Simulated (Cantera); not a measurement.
## Moist CO burnout

A perfectly stirred reactor is fed with 0.278 % CO, 0.198 % O2, 0.397 % H2O, 99.1 % N2, at 5.90 bar; it is held at 1073 K, and followed from long to short residence time.

Model: GRI-Mech 3.0 (53 species, 325 reactions), integrated in Cantera.

```csv
τ (s),x CO,x O2,x H2O,x NO,x OH,x H2O2
20,0.000233,0.000714,0.00397,5.11e-9,3.06e-8,6.83e-9
6.2,0.000531,0.000864,0.00396,4.43e-9,3.69e-8,1.67e-8
2.0,0.00106,0.00113,0.00396,2.22e-9,4.21e-8,3.39e-8
0.61,0.00179,0.00149,0.00395,5.88e-10,4.54e-8,5.62e-8
0.19,0.00236,0.00178,0.00396,9.66e-11,4.53e-8,6.90e-8
0.060,0.00264,0.00192,0.00396,1.25e-11,4.15e-8,6.62e-8
0.019,0.00274,0.00196,0.00396,1.47e-12,3.24e-8,4.81e-8
0.0058,0.00277,0.00198,0.00396,<1e-12,8.47e-9,6.08e-9
0.0018,0.00278,0.00198,0.00397,<1e-12,1.95e-11,<1e-12
0.00057,0.00278,0.00198,0.00397,<1e-12,5.78e-12,<1e-12
```
x: mole fraction; the columns are a selection and need not sum to one.
